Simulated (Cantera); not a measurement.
Charge: 1 mol n-butane, 0.5 mol O2, held at 923.15 K and 10000 Pa.

These are equilibrium values from Cantera (NASA tables, ideal gas, pure condensed phases), not measurements of a reactor. Candidate condensed phases: C, C6H6, C7H8, C8H18, H2O; 110 gas species. Kinetics and transport are ignored.

Base state: H2 0.818, CO 0.143, H2O 0.0180, CH4 0.0155, CO2 0.00639 (mole fractions); condensed: C(graphite).

What changes in the equilibrium state with this change: temperature from 923.15 K to 825 K?


| species | before | after |
|---|---|---|
| H2 | 0.818 | 0.777 |
| CO | 0.143 | 0.0727 |
| H2O | 0.0180 | 0.0713 |
| CO2 | 0.00639 | 0.0238 |
| CH4 | 0.0155 | 0.0547 |
| C(graphite), mol | 3.05 | 3.21 |

What changes in the equilibrium state with this change: O2 from 0.5 to 0.28 mol?


| species | before | after |
|---|---|---|
| H2 | 0.818 | 0.880 |
| CO | 0.143 | 0.0873 |
| CH4 | 0.0155 | 0.0180 |
| H2O | 0.0180 | 0.0118 |
| CO2 | 0.00639 | 0.00240 |
| C(graphite), mol | 3.05 | 3.42 |

What changes in the equilibrium state with this change: pressure from 10000 Pa to 980000 Pa?


| species | before | after |
|---|---|---|
| H2 | 0.818 | 0.400 |
| CH4 | 0.0155 | 0.365 |
| H2O | 0.0180 | 0.178 |
| CO | 0.143 | 0.0295 |
| CO2 | 0.00639 | 0.0269 |
| C2H6 | 2.50e-8 | 2.83e-5 |
| C(graphite), mol | 3.05 | 2.39 |
